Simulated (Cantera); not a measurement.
An adiabatic, constant-pressure homogeneous reactor starts with CH4 : O2 : N2 = 1 : 2.22 : 8.36 (molar parts), equivalence ratio 0.90, at 1500 K and 360 Torr. Integrator tolerance rtol = 1e-08.

Computed with Cantera and GRI-Mech 3.0 (53 species, 325 reactions).

What does this change do: N2 8.36 to 19 parts?


| quantity | before | after |
|---|---|---|
| time of steepest temperature rise | 2.00 ms | 3.90 ms |
| temperature at 0.900 s | 2653 K | 2333 K |
| equilibrium temperature | 2653 K | 2333 K |
| x(CH4) at 0.900 s | <1e-12 (gas-phase equilibrium <1e-12) | <1e-12 (gas-phase equilibrium <1e-12) |
| x(O2) at 0.900 s | 0.0299 (gas-phase equilibrium 0.0299) | 0.0115 (gas-phase equilibrium 0.0115) |
| x(CH3) at 0.900 s | <1e-12 (gas-phase equilibrium <1e-12) | <1e-12 (gas-phase equilibrium <1e-12) |
| x(OH) at 0.900 s | 0.0197 (gas-phase equilibrium 0.0197) | 0.00441 (gas-phase equilibrium 0.00441) |
| x(CO) at 0.900 s | 0.0331 (gas-phase equilibrium 0.0331) | 0.00724 (gas-phase equilibrium 0.00724) |
| x(C2H2) at 0.900 s | <1e-12 (gas-phase equilibrium <1e-12) | <1e-12 (gas-phase equilibrium <1e-12) |
| x(H) at 0.900 s | 0.00813 (gas-phase equilibrium 0.00813) | 0.000890 (gas-phase equilibrium 0.000890) |

What does this change do: pressure from 360 Torr to 1880 Torr?


| quantity | before | after |
|---|---|---|
| time of steepest temperature rise | 2.00 ms | 0.563 ms |
| temperature at 0.900 s | 2653 K | 2763 K |
| equilibrium temperature | 2653 K | 2763 K |
| x(CH4) at 0.900 s | <1e-12 (gas-phase equilibrium <1e-12) | <1e-12 (gas-phase equilibrium <1e-12) |
| x(O2) at 0.900 s | 0.0299 (gas-phase equilibrium 0.0299) | 0.0264 (gas-phase equilibrium 0.0264) |
| x(CH3) at 0.900 s | <1e-12 (gas-phase equilibrium <1e-12) | <1e-12 (gas-phase equilibrium <1e-12) |
| x(OH) at 0.900 s | 0.0197 (gas-phase equilibrium 0.0197) | 0.0174 (gas-phase equilibrium 0.0174) |
| x(CO) at 0.900 s | 0.0331 (gas-phase equilibrium 0.0331) | 0.0282 (gas-phase equilibrium 0.0282) |
| x(C2H2) at 0.900 s | <1e-12 (gas-phase equilibrium <1e-12) | <1e-12 (gas-phase equilibrium <1e-12) |
| x(H) at 0.900 s | 0.00813 (gas-phase equilibrium 0.00813) | 0.00473 (gas-phase equilibrium 0.00473) |
